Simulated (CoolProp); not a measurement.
Properties of dimethyl carbonate along the isobar 120 bar (Tc = 557.0 K, pc = 49.09 bar, ω = 0.346).

The numbers come from the reference Helmholtz-energy equation of state, Zhou 2011 in CoolProp.

```json
[
 {"T (K)": "475.8", "phase": "liquid", "Z": "0.3294", "cp (kJ/(kg K))": "2.226", "cv (kJ/(kg K))": "1.654"},
 {"T (K)": "493.6", "phase": "liquid", "Z": "0.3293", "cp (kJ/(kg K))": "2.288", "cv (kJ/(kg K))": "1.686"},
 {"T (K)": "511.3", "phase": "liquid", "Z": "0.3310", "cp (kJ/(kg K))": "?", "cv (kJ/(kg K))": "1.718"},
 {"T (K)": "529.1", "phase": "liquid", "Z": "0.3351", "cp (kJ/(kg K))": "2.457", "cv (kJ/(kg K))": "1.750"},
 {"T (K)": "546.8", "phase": "liquid", "Z": "0.3424", "cp (kJ/(kg K))": "?", "cv (kJ/(kg K))": "?"},
 {"T (K)": "564.5", "phase": "supercritical", "Z": "?", "cp (kJ/(kg K))": "?", "cv (kJ/(kg K))": "1.815"},
 {"T (K)": "582.3", "phase": "supercritical", "Z": "0.3748", "cp (kJ/(kg K))": "2.917", "cv (kJ/(kg K))": "1.847"},
 {"T (K)": "600", "phase": "supercritical", "Z": "0.4055", "cp (kJ/(kg K))": "?", "cv (kJ/(kg K))": "?"}
]
```

Task: What belongs in the gaps?

Result: 
- 511.3, cp (kJ/(kg K)): 2.363
- 546.8, cp (kJ/(kg K)): 2.577
- 546.8, cv (kJ/(kg K)): 1.782
- 564.5, Z: 0.3547
- 564.5, cp (kJ/(kg K)): 2.733
- 600, cp (kJ/(kg K)): 3.061
- 600, cv (kJ/(kg K)): 1.879
